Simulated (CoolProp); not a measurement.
1-butene along the isotherm 525 K: Z from the reference equation and from simpler models built on Tc = 419.3 K, pc = 4.006 MPa, ω = 0.192; each cubic takes its own stable root.

Computed with CoolProp (reference Helmholtz-energy equation of state, Lemmon 2005). It is a short technical equation, of lower accuracy than the large ones.

```json
[
 {"p (MPa)": "2.67", "phase": "gas", "reference": "0.8866"},
 {"p (MPa)": "5.34", "phase": "supercritical", "reference": "0.7703"},
 {"p (MPa)": "8.01", "phase": "supercritical", "reference": "0.6705"},
 {"p (MPa)": "10.7", "phase": "supercritical", "reference": "0.6179"},
 {"p (MPa)": "13.4", "phase": "supercritical", "reference": "0.6198"},
 {"p (MPa)": "16", "phase": "supercritical", "reference": "0.6516"},
 {"p (MPa)": "18.7", "phase": "supercritical", "reference": "0.6982"},
 {"p (MPa)": "21.4", "phase": "supercritical", "reference": "0.7510"},
 {"p (MPa)": "24", "phase": "supercritical", "reference": "0.8045"},
 {"p (MPa)": "26.7", "phase": "supercritical", "reference": "0.8613"},
 {"p (MPa)": "29.4", "phase": "supercritical", "reference": "0.9188"},
 {"p (MPa)": "32", "phase": "supercritical", "reference": "0.9743"},
 {"p (MPa)": "34.7", "phase": "supercritical", "reference": "1.032"},
 {"p (MPa)": "37.4", "phase": "supercritical", "reference": "1.089"},
 {"p (MPa)": "40.1", "phase": "supercritical", "reference": "1.146"}
]
```

Question: How far does each simpler model (Redlich-Kwong, Soave-Redlich-Kwong, Peng-Robinson) lie from the reference over these 15 states: mean and median of the absolute difference, and the worst?

Answer: 
- Redlich-Kwong: mean 2.1 %, median 2.2 %, worst +3.4 % at 525 K and 18.7 MPa
- Soave-Redlich-Kwong: mean 6.7 %, median 6.4 %, worst +11.2 % at 525 K and 13.4 MPa
- Peng-Robinson: mean 2.6 %, median 2.6 %, worst -5.2 % at 525 K and 40.1 MPa
